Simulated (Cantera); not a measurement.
Input: 1 mol C, 2.7 mol H2, 0.11 mol CO2, equilibrated at 1598.15 K and 1.30 mbar.

These are equilibrium values from Cantera (NASA tables, ideal gas, pure condensed phases), not measurements of a reactor. Candidate condensed phases: C, C6H6, C7H8, C8H18, H2O; 110 gas species. Kinetics and transport are ignored.

Base state: H2 0.923, CO 0.0753, H 0.00142, C2H2 (acetylene) 2.49e-5 (mole fractions); condensed: C(graphite).

### Question
What changes in the equilibrium state with this change: temperature from 1598.15 K to 2673 K?

### Answer
| species | before | after |
|---|---|---|
| H | 0.00142 | 0.698 |
| H2 | 0.923 | 0.241 |
| CO | 0.0753 | 0.0485 |
| C3 | <1e-9 | 0.00471 |
| C2H | <1e-9 | 0.00151 |
| C | <1e-9 | 0.00118 |
| C2 | <1e-9 | 0.000449 |
| C(graphite), mol | 0.890 | 0.754 |
